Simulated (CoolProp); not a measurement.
The numbers come from the reference Helmholtz-energy equation of state, Leachman 2009 in CoolProp.

### Question
For normal hydrogen, give the phase and the cp (kJ/(kg K)), Joule-Thomson coefficient (K/MPa) at 44.7 K and 101 kPa.

### Answer
- 44.7 K and 101 kPa: gas; cp 10.5, Joule-Thomson coefficient 5.66
